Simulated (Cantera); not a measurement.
A closed system holds: 1 mol B₂O₃, 43 mol HF, 26 mol N₂, held at 1598.15 K and 0.0133 bar.

Method: chemical equilibrium by Gibbs-energy minimisation in Cantera with the NASA 1993 tables (ideal gas, pure condensed phases). Candidate condensed phases: B, BN, B₂O₃, B₃O₃H₃, H₂O; 62 gas species. Gases not in the tables: H₃BO₃. Rates play no part.

Base state: HF 0.572, N₂ 0.375, H₂O 0.0238, BOF 0.0187, BF₃ 0.00984, HBO₂ 0.000278, H₂ 0.000167, O₂ 6.39e-5 (mole fractions); condensed: gas only.

Task: What changes in the equilibrium state with this change: temperature from 1598.15 K to 773.15 K?

Result: 
| species | before | after |
|---|---|---|
| HF | 0.572 | 0.544 |
| N₂ | 0.375 | 0.382 |
| H₂O | 0.0238 | 0.0441 |
| BF₃ | 0.00984 | 0.0294 |
| BOF | 0.0187 | <1e-9 |
| HBO₂ | 0.000278 | <1e-9 |
| H₂ | 0.000167 | <1e-9 |
| O₂ | 6.39e-5 | <1e-9 |
